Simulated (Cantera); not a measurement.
HMDSO + O2 + H2 (silicon oxide and oxynitride deposition)

Input: 1 mol HMDSO, 0.24 mol O2, 0.28 mol H2, held at 0.120 Torr.

Cantera equilibrium calculation (NASA polynomials, part measured and part estimated; ideal gas, pure solids and liquids). Candidate condensed phases: C, C6H6, C7H8, C8H18, H2O, Si, SiC, SiO2; 123 gas species. The feed counts by its element totals alone. Mutual solubility and eutectic melting of coexisting phases are not modelled. The tables hold silica as quartz up to 1696 K and as liquid above; real silica turns to tridymite and cristobalite and melts near 1996 K. The numbers say what is thermodynamically allowed, not how fast it happens.

```tsv
T (°C)	x H2	x CO	x H	x Si	x SiO	n C(graphite)	n SiC(s)	n SiO2(α-quartz)	n SiO2(β-quartz)
475	0.999	3.26e-9	2.27e-11	<1e-12	<1e-12	4.74	1.26	0.740	0
575	1.000	1.09e-6	1.50e-9	<1e-12	1.61e-11	4.74	1.26	0	0.740
675	1.000	0.000105	4.14e-8	<1e-12	5.10e-9	4.74	1.26	0	0.740
775	0.996	0.00416	6.09e-7	<1e-12	5.31e-7	4.68	1.28	0	0.721
875	0.914	0.0862	5.41e-6	1.38e-12	2.43e-5	3.43	1.70	0	0.302
975	0.862	0.137	3.43e-5	1.08e-10	7.54e-5	2.52	2.00	0	0
1075	0.862	0.137	0.000170	4.43e-9	0.000132	2.52	2.00	0	0
1175	0.862	0.137	0.000676	1.08e-7	0.000215	2.52	2.00	0	0
1275	0.860	0.137	0.00226	1.74e-6	0.000326	2.53	2.00	0	0
1375	0.856	0.137	0.00651	1.99e-5	0.000470	2.53	1.99	0	0
1475	0.847	0.136	0.0166	0.000171	0.000646	2.53	1.99	0	0
1575	0.826	0.134	0.0381	0.00117	0.000851	2.55	1.98	0	0
1675	0.782	0.130	0.0790	0.00653	0.00107	2.61	1.91	0	0
```
x: gas mole fraction; n: condensed amount in mol.

At 475 °C the condensed part is C(graphite) + SiC(s) + SiO2(α-quartz). From 575 °C to 875 °C the condensed part is C(graphite) + SiC(s) + SiO2(β-quartz). From 975 °C to 1675 °C the condensed part is C(graphite) + SiC(s).
